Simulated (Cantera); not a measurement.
A Cantera script and its output.

```python
import numpy as np
import cantera as ct

gas = ct.Solution("gri30.yaml")
gas.TPX = 398, 120000, {'CO': 1, 'H2': 0.073, 'CH4': 0.81, 'O2': 2.2, 'N2': 7.92}
flame = ct.FreeFlame(gas, width=0.035)
flame.set_refine_criteria(ratio=3, slope=0.08, curve=0.16)
flame.transport_model = "mixture-averaged"
flame.solve(loglevel=0, auto=True)
z, T = flame.grid, flame.T
thick = (T[-1] - T[0]) / np.gradient(T, z).max()
show = ['CO', 'H2', 'CH4', 'C2H4', 'HCO', 'OH']
print(f"laminar burning velocity  {flame.velocity[0] * 100:.3f} cm/s")
print(f"burnt temperature         {T[-1]:.1f} K")
print(f"thermal thickness         {thick * 1e3:.4f} mm")
print(f"grid points               {len(z)}")
z0 = z[flame.heat_release_rate.argmax()]
print(f"{'z/mm':>9s}{'T/K':>9s}{'u/(m/s)':>9s}" + "".join(f"{s:>11s}" for s in show))
rows = []
for k in (-3, -2, -1.5, -1, -0.5, -0.25, 0, 0.25, 0.5, 1, 2, 4, 8):
    zz = z0 + k * thick
    rows.append([k * thick, np.interp(zz, z, T), np.interp(zz, z, flame.velocity),
                 *(np.interp(zz, z, flame.X[gas.species_index(s)]) for s in show)])
    print(f"{rows[-1][0] * 1e3:9.3f}{rows[-1][1]:9.1f}{rows[-1][2]:9.3f}" + "".join(f"{x:11.3e}" for x in rows[-1][3:]))
```

It prints:

```
laminar burning velocity  79.716 cm/s
burnt temperature         2350.2 K
thermal thickness         0.2977 mm
grid points               154
     z/mm      T/K  u/(m/s)         CO         H2        CH4       C2H4        HCO         OH
   -0.893    398.0    0.797  8.330e-02  6.252e-03  6.747e-02  1.554e-10  7.109e-19  6.676e-14
   -0.595    398.3    0.798  8.326e-02  6.708e-03  6.742e-02  3.880e-09  6.289e-17  4.372e-12
   -0.447    400.0    0.802  8.320e-02  7.431e-03  6.729e-02  3.796e-08  3.198e-15  1.599e-10
   -0.298    422.0    0.848  8.309e-02  9.331e-03  6.623e-02  8.697e-07  4.007e-12  4.171e-08
   -0.149    732.2    1.484  8.473e-02  1.357e-02  5.302e-02  3.096e-05  1.616e-07  4.852e-05
   -0.074   1164.9    2.374  8.957e-02  1.597e-02  3.205e-02  9.948e-05  7.168e-06  3.413e-04
    0.000   1598.8    3.264  9.278e-02  1.592e-02  8.202e-03  8.963e-05  4.959e-05  2.439e-03
    0.074   1788.4    3.631  8.028e-02  1.209e-02  5.875e-04  4.688e-06  1.577e-05  6.168e-03
    0.149   1857.5    3.743  6.485e-02  1.029e-02  2.100e-05  5.443e-08  1.006e-06  8.050e-03
    0.298   1940.3    3.873  4.948e-02  1.006e-02  4.222e-08  1.802e-11  1.192e-07  9.034e-03
    0.595   2037.3    4.037  4.102e-02  9.258e-03  5.173e-13  1.791e-17  6.645e-08  9.121e-03
    1.191   2136.9    4.208  3.546e-02  7.527e-03  1.718e-16  8.758e-25  3.252e-08  8.436e-03
    2.382   2224.1    4.353  2.932e-02  5.777e-03  6.779e-17  1.587e-25  1.429e-08  7.326e-03
```

Model: GRI-Mech 3.0 (53 species, 325 reactions), integrated in Cantera. Burning velocities carry a grid error of a few per cent, more on coarse grids.
